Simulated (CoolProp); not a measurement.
A simple Rankine cycle with R114: condensing at 308.15 K, boiler at 2.56 MPa, turbine inlet 409.8 K, turbine efficiency 0.75, pump efficiency 0.6, no recuperator. Each further row changes one setting.

Computed with CoolProp (reference Helmholtz-energy equation of state, Platzer 1990). This equation is an older, rougher fit; its heat capacities, sound speeds and derivatives of the liquid may be far off and weren't checked against measurements.

```csv
case,thermal efficiency (%),net work (kJ/kg),heat in (kJ/kg),turbine exit temperature (K),volume ratio over the turbine
as stated,12.1,?,172,?,?
turbine inlet 429.8 K,12.2,23.8,?,370.6,10.4
condensing temperature 300.15 K,13.1,23.5,?,?,15.2
boiler pressure 1.79 MPa,10.8,20.2,186,?,6.83
turbine efficiency 0.65,?,17.6,172,348.3,12.1
```

Task: Some entries are withheld; supply them.

Result: 
- as stated, net work (kJ/kg): 20.7
- as stated, turbine exit temperature (K): 344.2
- as stated, volume ratio over the turbine: 11.9
- turbine inlet 429.8 K, heat in (kJ/kg): 195
- condensing temperature 300.15 K, heat in (kJ/kg): 180
- condensing temperature 300.15 K, turbine exit temperature (K): 339.6
- boiler pressure 1.79 MPa, turbine exit temperature (K): 363.9
- turbine efficiency 0.65, thermal efficiency (%): 10.3
